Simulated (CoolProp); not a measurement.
Properties of acetone along the isobar 0.182 MPa.

Model: reference Helmholtz-energy equation of state, Lemmon 2006, in CoolProp. It is a short technical equation, of lower accuracy than the large ones.

```
T (°C)  phase  cv (kJ/(kg K))  Joule-Thomson coefficient (K/MPa)
------  -----  --------------  ---------------------------------
134.05    gas           1.510                              28.14
149.95    gas      (withheld)                         (withheld)
165.85    gas           1.582                         (withheld)
181.65    gas           1.621                              17.56
197.55    gas           1.660                              15.34
213.35    gas           1.699                              13.55
229.25    gas           1.739                              12.06
245.15    gas      (withheld)                         (withheld)
260.95    gas           1.816                         (withheld)
276.85    gas           1.854                         (withheld)
```

Fill in the missing entries.


- 149.95, cv (kJ/(kg K)): 1.545
- 149.95, Joule-Thomson coefficient (K/MPa): 23.73
- 165.85, Joule-Thomson coefficient (K/MPa): 20.28
- 245.15, cv (kJ/(kg K)): 1.778
- 245.15, Joule-Thomson coefficient (K/MPa): 10.81
- 260.95, Joule-Thomson coefficient (K/MPa): 9.763
- 276.85, Joule-Thomson coefficient (K/MPa): 8.864
